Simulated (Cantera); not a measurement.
Input (Python, Cantera) and output of one run.

```python
import numpy as np
import cantera as ct

gas_names = """
    C CO CO2 C2 C2O C3 C3O2 C4 C5 Cu CuO Cu2 O O2 O3
""".split()
cond_names = """
    C(gr) Cu(cr) Cu(L) CuO(s) Cu2O(s) Cu2O(L)
""".split()


# ... load() reads the species with a 1 bar reference pressure and builds the phases ...
atoms = {
    'CuO': {'Cu': 1, 'O': 1},
    'CO': {'C': 1, 'O': 1},
}
top_T = {'C(gr)': 4500, 'CuO(s)': 1390}  # K; cautious upper limits of use, not melting points


# ... equilibrate(T, P, feed) seeds the gas with the atoms and calls Mixture.equilibrate('TP', solver="vcs", rtol=1e-11, max_steps=5000) ...
results = []
feed = {'CuO': 1, 'CO': 3.8}  # mol
P = 10000  # Pa
for T in [948, 1098, 1248, 1398, 1548, 1698, 1848, 1998, 2148]:
    mix = equilibrate(T, P, feed)
    results.append((T, P, feed, dict(zip(mix.species_names, mix.species_moles))))
    x = sorted(zip(gas.X, gas.species_names), reverse=True)
    print(f"T = {T:g} K  P = {P:g} Pa  gas = {mix.phase_moles(0):.4g} mol")
    print("   x: " + "  ".join(f"{s} {v:.3e}" for v, s in x if v > 1e-05))
    print("   condensed (mol): " + ("  ".join(f"{mix.phase(i).name} {mix.phase_moles(i):.4g}"
          for i in range(1, mix.n_phases) if mix.phase_moles(i) > 1e-12) or "none"))
```

Result:

```
T = 948 K  P = 10000 Pa  gas = 3.8 mol
   x: CO 7.368e-01  CO2 2.632e-01
   condensed (mol): Cu(cr) 1
T = 1098 K  P = 10000 Pa  gas = 3.8 mol
   x: CO 7.368e-01  CO2 2.632e-01
   condensed (mol): Cu(cr) 1
T = 1248 K  P = 10000 Pa  gas = 3.8 mol
   x: CO 7.368e-01  CO2 2.632e-01
   condensed (mol): Cu(cr) 1
T = 1398 K  P = 10000 Pa  gas = 3.8 mol
   x: CO 7.368e-01  CO2 2.632e-01  Cu 1.297e-05
   condensed (mol): Cu(L) 1
T = 1548 K  P = 10000 Pa  gas = 3.801 mol
   x: CO 7.367e-01  CO2 2.631e-01  Cu 1.799e-04
   condensed (mol): Cu(L) 0.9993
T = 1698 K  P = 10000 Pa  gas = 3.806 mol
   x: CO 7.357e-01  CO2 2.628e-01  Cu 1.547e-03
   condensed (mol): Cu(L) 0.9941
T = 1848 K  P = 10000 Pa  gas = 3.836 mol
   x: CO 7.300e-01  CO2 2.607e-01  Cu 9.292e-03  Cu2 2.179e-05
   condensed (mol): Cu(L) 0.9642
T = 1998 K  P = 10000 Pa  gas = 3.968 mol
   x: CO 7.056e-01  CO2 2.520e-01  Cu 4.226e-02  Cu2 1.735e-04
   condensed (mol): Cu(L) 0.8309
T = 2148 K  P = 10000 Pa  gas = 4.5 mol
   x: CO 6.223e-01  CO2 2.221e-01  Cu 1.545e-01  Cu2 1.016e-03  O 2.874e-05  O2 2.222e-05  CuO 2.153e-05
   condensed (mol): Cu(L) 0.2956
```

Equilibrium computed with Cantera from the NASA thermochemical tables; the gas is ideal and each condensed phase is pure.
